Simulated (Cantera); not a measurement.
A perfectly stirred reactor is fed with 1.94 % H2, 84.5 % O2, 13.5 % N2, equivalence ratio 0.011, at 10.00 Torr; it is held at 1125 K, and followed from long to short residence time.

Cantera simulation using GRI-Mech 3.0 (53 species, 325 reactions); the numbers are that mechanism's predictions, not measurements. Radical loss at walls, strong at low pressure, is not modelled.

x: mole fraction; the columns are a selection and need not sum to one.

| τ (s) | x H2 | x O2 | x NO | x N2O | x H2O2 | x H |
|---|---|---|---|---|---|---|
| 8.2 | ___ | 0.843 | 6.42e-9 | 3.70e-9 | 2.51e-8 | 1.47e-5 |
| 2.1 | ___ | 0.842 | 6.75e-9 | 3.22e-9 | 3.21e-8 | 5.49e-5 |
| 0.52 | ___ | 0.841 | 9.86e-9 | 2.62e-9 | 3.95e-8 | 0.000197 |
| 0.13 | ___ | 0.838 | 1.36e-8 | 1.93e-9 | 4.87e-8 | 0.000604 |
| 0.033 | ___ | 0.835 | 1.21e-8 | 1.18e-9 | 6.52e-8 | 0.00140 |
| 0.0082 | ___ | 0.833 | 5.53e-9 | 4.89e-10 | 1.02e-7 | 0.00232 |
| 0.0020 | ___ | 0.835 | 1.04e-9 | 1.12e-10 | 1.50e-7 | 0.00239 |

Task: Fill in the missing entries.

Result: 
- 8.2, x H2: 3.27e-5
- 2.1, x H2: 7.15e-5
- 0.52, x H2: 0.000158
- 0.13, x H2: 0.000354
- 0.033, x H2: 0.000843
- 0.0082, x H2: 0.00227
- 0.0020, x H2: 0.00657
